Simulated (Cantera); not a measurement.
A Cantera script and its output.

```python
import numpy as np
import cantera as ct

gas = ct.Solution("h2o2.yaml")
gas.TPX = 475, 410000, {'H2': 1, 'O2': 0.5, 'N2': 1.88}
inlet = ct.Reservoir(gas, clone=True)
gas.equilibrate("HP")  # start burning
reactor = ct.IdealGasConstPressureReactor(gas, energy="on", clone=False)
exhaust = ct.Reservoir(gas, clone=True)
tau = [0.27, 0.11, 0.044, 0.018, 0.0071, 0.0029, 0.0012, 0.00046, 0.00019, 7.4e-05][0]
for a, b in ((inlet, reactor), (reactor, exhaust)):
    ct.MassFlowController(a, b, mdot=lambda t: reactor.mass / tau)
net = ct.ReactorNet([reactor])
show = ['H2', 'O2', 'H2O', 'OH', 'H']

rows = []
print(f"{'tau/s':>10s}{'T/K':>9s}" + "".join(f"{s:>11s}" for s in show))
for tau in [0.27, 0.11, 0.044, 0.018, 0.0071, 0.0029, 0.0012, 0.00046, 0.00019, 7.4e-05]:
    net.initial_time = 0.0
    net.advance(30 * tau)
    before = gas.X
    net.advance(40 * tau)
    drift = np.max(np.abs(gas.X - before) / (gas.X + 1e-9))
    rows.append([gas.T, *gas[show].X, drift])
    print(f"{tau:10.3e}{gas.T:9.1f}" + "".join(f"{x:11.3e}" for x in gas[show].X))
```

It prints:

```
     tau/s      T/K         H2         O2        H2O         OH          H
 2.700e-01   2525.8  1.471e-02  5.475e-03  3.239e-01  7.992e-03  1.704e-03
 1.100e-01   2525.4  1.475e-02  5.492e-03  3.238e-01  8.008e-03  1.713e-03
 4.400e-02   2524.4  1.485e-02  5.535e-03  3.236e-01  8.047e-03  1.735e-03
 1.800e-02   2522.1  1.508e-02  5.635e-03  3.233e-01  8.137e-03  1.789e-03
 7.100e-03   2516.4  1.565e-02  5.878e-03  3.224e-01  8.359e-03  1.924e-03
 2.900e-03   2504.3  1.685e-02  6.387e-03  3.204e-01  8.825e-03  2.228e-03
 1.200e-03   2480.6  1.908e-02  7.344e-03  3.168e-01  9.699e-03  2.876e-03
 4.600e-04   2434.8  2.311e-02  9.108e-03  3.100e-01  1.124e-02  4.343e-03
 1.900e-04   2368.0  2.835e-02  1.152e-02  3.006e-01  1.309e-02  6.922e-03
 7.400e-05   2266.1  3.522e-02  1.498e-02  2.875e-01  1.502e-02  1.172e-02
```

Computed with Cantera and the H2/O2 subset of GRI-Mech 3.0, which has no nitrogen chemistry. The hydrogen kinetics of GRI-Mech 3.0 are dated; newer H2 mechanisms differ, most at raised pressure.
